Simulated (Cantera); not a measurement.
## Equilibrium for roasting and sulfation: FeS₂ + H₂S + H₂O

Input: 1 mol FeS₂, 0.089 mol H₂S, 0.073 mol H₂O, held at 1848.15 K.

These are equilibrium values from Cantera (NASA tables, ideal gas, pure condensed phases), not measurements of a reactor. Candidate condensed phases: Fe, FeO, Fe(OH)₂, Fe(OH)₃, FeS, FeSO₄, FeS₂, Fe₂O₃, Fe₂(SO₄)₃, Fe₃O₄, H₂O, H₂SO₄, S; 22 gas species. FeS: taken at fixed stoichiometry. Rates play no part.

| P (Pa) | x S₂ | x H₂ | x H₂S | x H₂O | x SO | x SH | x SO₂ | n FeS(l) |
|---|---|---|---|---|---|---|---|---|
| 1000 | 0.719 | 0.154 | 0.0121 | 0.0494 | 0.0194 | 0.0165 | 0.0155 | 0.999 |
| 2300 | 0.726 | 0.145 | 0.0173 | 0.0556 | 0.0154 | 0.0161 | 0.0147 | 1.000 |
| 5400 | 0.731 | 0.134 | 0.0247 | 0.0614 | 0.0120 | 0.0155 | 0.0137 | 1.000 |
| 13000 | 0.735 | 0.121 | 0.0347 | 0.0665 | 0.00931 | 0.0148 | 0.0127 | 1.000 |
| 29000 | 0.737 | 0.108 | 0.0463 | 0.0703 | 0.00739 | 0.0140 | 0.0119 | 1.000 |
| 68000 | 0.737 | 0.0933 | 0.0610 | 0.0732 | 0.00584 | 0.0130 | 0.0114 | 1.000 |
| 160000 | 0.737 | 0.0776 | 0.0778 | 0.0749 | 0.00468 | 0.0119 | 0.0112 | 1.000 |
| 370000 | 0.735 | 0.0626 | 0.0953 | 0.0752 | 0.00383 | 0.0106 | 0.0115 | 1.000 |
| 860000 | 0.732 | 0.0487 | 0.113 | 0.0741 | 0.00318 | 0.00937 | 0.0120 | 1.00 |
| 2000000 | 0.729 | 0.0368 | 0.130 | 0.0718 | 0.00266 | 0.00812 | 0.0129 | 1.00 |
x: gas mole fraction; n: condensed amount in mol.

From 7.50 Torr to 15000 Torr the condensed part is FeS(l). The main Fe-bearing gas is Fe at 7.50 Torr and Fe(OH)₂ at 15000 Torr.
